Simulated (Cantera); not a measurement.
Feed: 1 mol B2H6, 0.17 mol NH3, held at 2123.15 K and 1.33 mbar.

Method: chemical equilibrium by Gibbs-energy minimisation in Cantera with the NASA 1993 tables (ideal gas, pure condensed phases). Candidate condensed phases: B, BN; 15 gas species. The feed counts by its element totals alone. The tables' values for BH2 are old estimates; treat these amounts as uncertain. The numbers say what is thermodynamically allowed, not how fast it happens.

Base state: H2 0.882, H 0.0924, N2 0.0243, BH2 0.000803, B 0.000688, BH 3.53e-5 (mole fractions); condensed: B(s).

What changes in the equilibrium state with this change: NH3 from 0.17 to 0.53 mol?


```csv
species,before,after
H2,0.882,0.846
H,0.0924,0.0904
N2,0.0243,0.0623
BH2,0.000803,0.000770
BH,3.53e-5,3.45e-5
B,0.000688,0.000688
"B(s), mol",1.99,1.99
```
